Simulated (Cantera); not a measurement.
Input: 1 mol TiO₂, 2.7 mol H₂, equilibrated at 1750 °C and 0.0320 bar.

Method: chemical equilibrium by Gibbs-energy minimisation in Cantera with the NASA 1993 tables (ideal gas, pure condensed phases). Candidate condensed phases: H₂O, Ti, TiO, TiO₂, Ti₂O₃, Ti₃O₅, Ti₄O₇; 12 gas species. Condensed phases not in the tables: Magnéli phases beyond Ti₄O₇. Kinetics and transport are ignored.

Base state: H₂ 0.898, H₂O 0.0920, H 0.0101, OH 0.000108 (mole fractions); condensed: Ti₄O₇(l).

Task: What changes in the equilibrium state with this change: temperature from 1750 °C to 1650 °C?

Result: 
```csv
species,before,after
H₂,0.898,0.903
H₂O,0.0920,0.0923
H,0.0101,0.00501
OH,0.000108,4.41e-5
"Ti₄O₇(l), mol",0.250,0
"Ti₄O₇(s), mol",0,0.250
```

Task: What changes in the equilibrium state with this change: temperature from 1750 °C to 1477 °C?

Result: 
```
species              before    after
-----------------  --------  -------
H₂                    0.898    0.926
H₂O                  0.0920   0.0731
H                    0.0101  0.00125
OH                 0.000108  5.79e-6
Ti₄O₇(l), mol         0.250        0
TiO₂(rutile), mol         0    0.210
Ti₄O₇(s), mol             0    0.197
```
Mutual solubility and eutectic melting of coexisting phases are not modelled.
